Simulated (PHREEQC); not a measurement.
Make-up at 25 °C: 180 mmol/kgw HCl, 5.3 mmol/kgw CuSO4 and 26 mmol/kgw MgSO4. Closed to the air; pH follows from the charge balance.

Equilibrium calculation in PHREEQC: ion-association model, phreeqc.dat.

Problem. The ionic strength comes out as 0.246 mol/kgw. What activity coefficients do HSO4-, Cl-, Cu+2, CuCl+, H+ get?

Solution. HSO4- 0.74, Cl- 0.70, Cu+2 0.31, CuCl+ 0.70, H+ 0.79.

No solid was allowed to form.
